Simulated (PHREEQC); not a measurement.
Solution (25 °C): 0.0059 mol KHCO3, 4.9e-05 mol KOH and 0.026 mol NaCl per kg of water. Closed to the air; pH follows from the charge balance.

Equilibrium calculation in PHREEQC: Pitzer model, pitzer.dat.

No solid was allowed to form.

Task: What pH, ionic strength does the model give?

Result: pH 8.31; ionic strength 0.0321 mol/kgw.

Task: In which forms is C present?

Result: HCO3- 97 %, CO3-2 1.8 %, CO2 1.0 % of the C.

Complexes and solids missing from the database can't appear.
